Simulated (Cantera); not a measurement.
Input: 1 mol SiCl₄, 0.035 mol C₂H₄, 1700 mol H₂, at 97.5 Torr.

Method: chemical equilibrium by Gibbs-energy minimisation in Cantera with the NASA 1993 tables (ideal gas, pure condensed phases). Candidate condensed phases: C, C₆H₆, C₇H₈, C₈H₁₈, Si, SiC; 109 gas species. Mutual solubility and eutectic melting of coexisting phases are not modelled. Gases not in the tables: Si₂H₆ and higher silanes. Equilibrium is a limit: real reactors are often held back by kinetics, nucleation or transport.

**Question.** Which condensed phases are stable at each of these points (T (K)): 1350, 1400, 1450, 1500, 1550, 1600, 1650, 1700?

**Answer.** 
```tsv
T (K)	condensed phases	Si condensed (%)
1350	Si(s) + SiC(s)	97.3
1400	Si(s) + SiC(s)	97.1
1450	Si(s) + SiC(s)	96.9
1500	Si(s) + SiC(s)	96.7
1550	Si(s) + SiC(s)	96.3
1600	Si(s) + SiC(s)	95.7
1650	Si(s) + SiC(s)	94.6
1700	Si(l) + SiC(s)	92.7
```

From 1350 K to 1650 K the condensed part is Si(s) + SiC(s). At 1700 K the condensed part is Si(l) + SiC(s).
